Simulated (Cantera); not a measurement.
Charge: 1 mol Cr₂O₃, 1.3 mol H₂, 0.63 mol H₂O, equilibrated at 1900 K and 11.0 mbar.

Equilibrium computed with Cantera from the NASA thermochemical tables; the gas is ideal and each condensed phase is pure. Candidate condensed phases: Cr, Cr₂O₃, H₂O; 13 gas species. Equilibrium is a limit: real reactors are often held back by kinetics, nucleation or transport.

### Question
What is the equilibrium state?

### Answer
x(H₂): 0.668
x(H₂O): 0.325
x(H): 0.00618
x(OH): 0.000247
x(Cr): 9.39e-5
x(CrO): 2.74e-5
x(CrO₂): 4.97e-6
x(O): 1.72e-6
n(Cr₂O₃(s)): 1.000 mol
gas amount: 1.936 mol
log10 activity of Cr(s) (absent): -2.53
